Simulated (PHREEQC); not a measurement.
0.054 g of hydrous ferric oxide (600 m²/g; 0.2 weak and 0.005 strong sites per Fe, Dzombak-Morel constants, diffuse double layer) in 1 kg of water with 0.05 mol/kgw of an inert sodium salt and 1.2e-05 mol/kgw NaH2PO4, 1.1e-06 mol/kgw ZnSO4 and 4.2e-05 mol/kgw CuSO4, at 25 °C; the pH is set by adding NaOH or the inert anion's acid. Oxygen alone is held at its pressure in air (log pO2 = -0.68). No CO2 enters from the air. No solid was allowed to form.

Base run: PHREEQC, ion-association model, wateq4f.dat. Each further column changes one thing. The table gives Cu sorbed (%).

```tsv
pH	base	no electrostatic term (-no_edl)	background salt from 0.05 to 0.005 mol/kgw	oxide from 0.054 to 0.27 g/kgw
4	0.6	0.6	…	…
4.75	6.8	8.2	…	…
5.5	36.6	51.2	41.7	79.6
5.88	65.6	82.6	69.8	…
6.62	94.5	98.9	94.8	99.6
7.38	97.8	99.6	97.1	99.9
8.12	96.9	98.8	96.4	99.9
8.5	96.1	97.1	96.0	99.9
9.25	92.6	76.0	93.7	99.8
10	87.1	19.0	…	99.7
```

**Question.** Some entries are withheld; supply them.

**Answer.** 
- 4, background salt from 0.05 to 0.005 mol/kgw: 0.8
- 4, oxide from 0.054 to 0.27 g/kgw: 2.7
- 4.75, background salt from 0.05 to 0.005 mol/kgw: 8.0
- 4.75, oxide from 0.054 to 0.27 g/kgw: 27.8
- 5.88, oxide from 0.054 to 0.27 g/kgw: 94.2
- 10, background salt from 0.05 to 0.005 mol/kgw: 90.4

H3PO4, which wateq4f.dat lacks, is added to it with the constant of phreeqc.dat. The database has no phosphate complexes of Cu, Zn. The database's constant for dissolved Cu(OH)2 is higher than later reviews accept. In at least one series the solution becomes supersaturated in solids that the run did not let form, among them Cu(OH)2.
